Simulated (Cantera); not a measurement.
Input: 1 mol CaCO₃, 0.44 mol CO₂, 0.32 mol O₂, 1.1 mol C, equilibrated at 2248 K and 2900 Pa.

Cantera equilibrium calculation (NASA polynomials, part measured and part estimated; ideal gas, pure solids and liquids). Candidate condensed phases: C, Ca, CaCO₃, CaO; 15 gas species. Kinetics and transport are ignored.

Base state: CO 0.616, CO₂ 0.383, O₂ 0.000923, O 0.000650, Ca 3.90e-5 (mole fractions); condensed: CaO(s).

Task: What changes in the equilibrium state with this change: temperature from 2248 K to 575 K?

Result: 
| species | before | after |
|---|---|---|
| CO₂ | 0.383 | 0.996 |
| CO | 0.616 | 0.00362 |
| O₂ | 0.000923 | <1e-9 |
| Ca | 3.90e-5 | <1e-9 |
| O | 0.000650 | <1e-9 |
| CaO(s), mol | 1.000 | 0 |
| C(graphite), mol | 0 | 0.779 |
| CaCO₃(calcite), mol | 0 | 1.00 |
